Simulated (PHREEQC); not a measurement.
Polishing slurry liquid

Make-up at 25 °C: 0.033 mol/kgw H2SO4. Closed to the air; pH follows from the charge balance.

Equilibrium calculation in PHREEQC: ion-association model, phreeqc.dat.

```yaml
pH: 1.43
ionic_strength: 0.0550 mol/kgw
specific_conductance: 15600 µS/cm
density: 0.999 g/cm³
total_alkalinity: -66.0 meq/kg
```

```tsv
species	molality	activity	log γ
H+	0.0440	0.0374	-0.071
HSO4-	0.0220	0.0180	-0.088
SO4-2	0.0110	0.00494	-0.348
```

Precipitation was switched off in this run.
